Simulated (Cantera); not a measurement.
# Transport properties of process gases

Gas mixture: 100 % CH3OH, at 500000 Pa, frozen composition.

Cantera's kinetic-theory transport with the Lennard-Jones parameters of GRI-Mech 3.0, ideal gas; thermal conductivity in the mixture-averaged form. Polar gases are described roughly by these parameters.

```json
[
 {"T (K)": "400", "ρ (kg/m³)": "4.82", "cp (J/kg/K)": "1604", "μ (µPa s)": "13.1", "λ (mW/m/K)": "28.2", "Pr": "0.745", "D (cm²/s) NO": "0.0527", "D (cm²/s) CH4": "0.0571", "D (cm²/s) H2": "0.214"},
 {"T (K)": "500", "ρ (kg/m³)": "3.85", "cp (J/kg/K)": "1858", "μ (µPa s)": "16.4", "λ (mW/m/K)": "41.1", "Pr": "0.743", "D (cm²/s) NO": "0.0794", "D (cm²/s) CH4": "0.0868", "D (cm²/s) H2": "0.317"},
 {"T (K)": "600", "ρ (kg/m³)": "3.21", "cp (J/kg/K)": "2101", "μ (µPa s)": "19.7", "λ (mW/m/K)": "55.5", "Pr": "0.746", "D (cm²/s) NO": "0.110", "D (cm²/s) CH4": "0.121", "D (cm²/s) H2": "0.434"},
 {"T (K)": "700", "ρ (kg/m³)": "2.75", "cp (J/kg/K)": "2314", "μ (µPa s)": "22.8", "λ (mW/m/K)": "70.5", "Pr": "0.748", "D (cm²/s) NO": "0.145", "D (cm²/s) CH4": "0.160", "D (cm²/s) H2": "0.565"},
 {"T (K)": "800", "ρ (kg/m³)": "2.41", "cp (J/kg/K)": "2491", "μ (µPa s)": "25.8", "λ (mW/m/K)": "85.9", "Pr": "0.747", "D (cm²/s) NO": "0.183", "D (cm²/s) CH4": "0.203", "D (cm²/s) H2": "0.709"},
 {"T (K)": "900", "ρ (kg/m³)": "2.14", "cp (J/kg/K)": "2643", "μ (µPa s)": "28.6", "λ (mW/m/K)": "101", "Pr": "0.746", "D (cm²/s) NO": "0.224", "D (cm²/s) CH4": "0.250", "D (cm²/s) H2": "0.865"}
]
```
D: mixture-averaged diffusion coefficient of that species in the mixture.
